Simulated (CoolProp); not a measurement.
Ammonia along the isotherm 42.75 °C: density (kg/m³) from the reference equation and from simpler models built on Tc = 132.4 °C, pc = 11.36 MPa, ω = 0.256; each cubic takes its own stable root.

Values from CoolProp's reference Helmholtz-energy equation of state, Gao 2020.

```csv
p (MPa),phase,reference,van der Waals,Redlich-Kwong
7.69,liquid,582.2,310.6,440.0
15.4,liquid,590.4,322.0,450.6
23.1,liquid,597.6,330.6,459.6
30.8,liquid,604.3,337.6,467.4
38.5,liquid,610.4,343.4,474.3
46.2,liquid,616.1,348.4,480.5
53.8,liquid,621.4,352.8,486.0
61.5,liquid,626.5,356.7,491.1
69.2,liquid,631.2,360.3,495.9
76.9,liquid,635.8,363.5,500.2
84.6,liquid,640.1,366.5,504.3
92.3,liquid,644.2,369.2,508.1
100,liquid,648.2,371.7,511.7
```
